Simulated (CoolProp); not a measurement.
Vapour-liquid equilibrium of CHF3 (R23) (1) + R143a (2) at 208.4 K; x and y are mole fractions of (1).

The numbers come from the multi-fluid Helmholtz-energy mixture model, Penoncello 2003 and Lemmon and Jacobsen 2000; pair parameters Bell 2016 in CoolProp.

Q: Give the bubble pressure and the first vapour's composition at x = 0.05, 0.2, 0.8. Is there an azeotrope?

A: x = 0.05: 0.04924 MPa, y = 0.210; x = 0.2: 0.07911 MPa, y = 0.584; x = 0.8: 0.2092 MPa, y = 0.956. No azeotrope shows between x = 0.05 and 0.95.

The pair parameters rest on a limited set of measurements; away from them the model extrapolates. The gap from Raoult's law changes sign with composition, which may be real or a fault of the pair parameters; it wasn't checked against measurements.
